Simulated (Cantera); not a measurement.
**Equilibrium for metals in furnace atmospheres: Fe + SO2 + CO**

Input: 1 mol Fe, 1.4 mol SO2, 2.9 mol CO, held at 133 Pa.

Cantera equilibrium calculation (NASA polynomials, part measured and part estimated; ideal gas, pure solids and liquids). Candidate condensed phases: C, Fe, Fe(CO)5, FeO, FeS, FeSO4, FeS2, Fe2O3, Fe2(SO4)3, Fe3O4, S; 25 gas species. Metal and sulfide melt together well below either melting point, which pure phases cannot show. Mutual solubility and eutectic melting of coexisting phases are not modelled. The tables' stoichiometric FeO is somewhat more stable than real wüstite, so its field is too wide. FeO, FeS: taken at fixed stoichiometry. Gases not in the tables: S3 to S7. The numbers say what is thermodynamically allowed, not how fast it happens.

At 700 K the condensed part is FeS(s) + FeS2(s). From 900 K to 1100 K the condensed part is FeS(s). At 1300 K the condensed part is FeO(s) + FeS(s). At 1500 K the condensed part is FeO(s). From 1700 K to 1900 K the condensed part is FeO(l).

```json
[
 {"T (K)": "700", "x CO2": "0.965", "x CO": "0.0282", "x S2": "0.000167", "x SO2": "4.83e-8", "x SO": "1.63e-11", "x Fe": "<1e-12", "x S": "<1e-12", "n FeS(s)": "0.619", "n FeS2(s)": "0.381", "n FeO(s)": "0", "n FeO(l)": "0"},
 {"T (K)": "900", "x CO2": "0.901", "x CO": "0.0315", "x S2": "0.0617", "x SO2": "0.00161", "x SO": "1.36e-6", "x Fe": "<1e-12", "x S": "2.63e-9", "n FeS(s)": "1.00", "n FeS2(s)": "0", "n FeO(s)": "0", "n FeO(l)": "0"},
 {"T (K)": "1100", "x CO2": "0.840", "x CO": "0.0825", "x S2": "0.0501", "x SO2": "0.0257", "x SO": "9.89e-5", "x Fe": "5.21e-12", "x S": "4.50e-7", "n FeS(s)": "1.00", "n FeS2(s)": "0", "n FeO(s)": "0", "n FeO(l)": "0"},
 {"T (K)": "1300", "x CO2": "0.636", "x CO": "0.234", "x S2": "0.0657", "x SO2": "0.0629", "x SO": "0.00128", "x Fe": "5.59e-8", "x S": "1.97e-5", "n FeS(s)": "0.743", "n FeS2(s)": "0", "n FeO(s)": "0.257", "n FeO(l)": "0"},
 {"T (K)": "1500", "x CO2": "0.321", "x CO": "0.451", "x S2": "0.144", "x SO2": "0.0753", "x SO": "0.00760", "x Fe": "2.56e-5", "x S": "0.000423", "n FeS(s)": "0", "n FeS2(s)": "0", "n FeO(s)": "1.000", "n FeO(l)": "0"},
 {"T (K)": "1700", "x CO2": "0.203", "x CO": "0.542", "x S2": "0.106", "x SO2": "0.117", "x SO": "0.0275", "x Fe": "0.00173", "x S": "0.00281", "n FeS(s)": "0", "n FeS2(s)": "0", "n FeO(s)": "0", "n FeO(l)": "0.993"},
 {"T (K)": "1900", "x CO2": "0.127", "x CO": "0.560", "x S2": "0.0591", "x SO2": "0.138", "x SO": "0.0637", "x Fe": "0.0406", "x S": "0.0106", "n FeS(s)": "0", "n FeS2(s)": "0", "n FeO(s)": "0", "n FeO(l)": "0.826"}
]
```
x: gas mole fraction; n: condensed amount in mol.
